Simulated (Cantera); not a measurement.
A perfectly stirred reactor is fed with NH₃ : N₂ = 1 : 5.7 (molar parts), at 0.390 bar; it is held at 1898 K, and followed from long to short residence time.

Detailed kinetics in Cantera: the gas-phase N/H chemistry of the illustrative SiF4/NH3 mechanism in the Surface Chemkin manual (1991). Walls and surfaces, which speed up NH3 decomposition in real reactors, are not modelled.

Task: Predict: x(NH₃) at τ = 7.20 s; x(H₂) at τ = 7.20 s; x(H) at τ = 7.20 s; x(N) at τ = 7.20 s; x(NH₃) at τ = 29.0 ms; x(N₂H₄) at τ = 29.0 ms; x(H₂) at τ = 29.0 ms; x(H) at τ = 29.0 ms; x(N) at τ = 29.0 ms.

Result: 
| Quantity | Value |
|---|---|
| x(NH₃) at τ = 7.20 s | 0.00733 |
| x(H₂) at τ = 7.20 s | 0.185 |
| x(H) at τ = 7.20 s | 0.000260 |
| x(N) at τ = 7.20 s | 3.23e-7 |
| x(NH₃) at τ = 29.0 ms | 0.135 |
| x(N₂H₄) at τ = 29.0 ms | 2.85e-8 |
| x(H₂) at τ = 29.0 ms | 0.0187 |
| x(H) at τ = 29.0 ms | 1.32e-5 |
| x(N) at τ = 29.0 ms | 1.59e-7 |
